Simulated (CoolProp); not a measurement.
Ethane at 293.15 K and 17.6 MPa is throttled through a valve to 8.67 MPa with no heat exchange. Each further row changes one setting.

Values from CoolProp's reference Helmholtz-energy equation of state, Bücker 2006.

```csv
case,temperature change (K),final phase,final density (kg/m³)
as stated,(withheld),liquid,393
outlet pressure 2.6 MPa,(withheld),(withheld),209
outlet pressure 11.3 MPa,(withheld),liquid,404
```

**Question.** Fill in the missing entries.

**Answer.** 
- as stated, temperature change (K): -1.9
- outlet pressure 2.6 MPa, temperature change (K): -16.4
- outlet pressure 2.6 MPa, final phase: two-phase, vapour fraction 0.132
- outlet pressure 11.3 MPa, temperature change (K): -0.9
